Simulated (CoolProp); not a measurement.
Vapour-liquid equilibrium of n-hexane (1) + cyclohexane (2) at 0.061 MPa; x and y are mole fractions of (1).

The numbers come from the multi-fluid Helmholtz-energy mixture model, Thol 2019 and Zhou 2014; pair parameters Bell 2016 in CoolProp.

| x | bubble temperature (K) | y at the bubble point | dew temperature at overall composition x (K) | liquid density (mol/L) |
|---|---|---|---|---|
| 0.05 | 337.0 | 0.077 | 337.3 | 8.658 |
| 0.15 | 335.3 | 0.215 | ? | 8.497 |
| 0.25 | 333.9 | ? | 334.9 | 8.340 |
| 0.35 | 332.6 | 0.445 | 333.8 | 8.187 |
| 0.45 | 331.5 | 0.544 | 332.6 | 8.038 |
| 0.55 | 330.5 | 0.636 | 331.4 | 7.893 |
| 0.65 | 329.5 | 0.723 | 330.3 | 7.753 |
| 0.75 | 328.6 | 0.806 | 329.2 | 7.616 |
| 0.85 | ? | 0.886 | 328.1 | ? |
| 0.95 | 326.9 | 0.963 | 327.1 | 7.354 |

Fill in the missing entries.


- 0.15, dew temperature at overall composition x (K): 336.1
- 0.25, y at the bubble point: 0.336
- 0.85, bubble temperature (K): 327.7
- 0.85, liquid density (mol/L): 7.483

No azeotrope shows between x = 0.05 and 0.95.

The pair parameters rest on a limited set of measurements; away from them the model extrapolates.
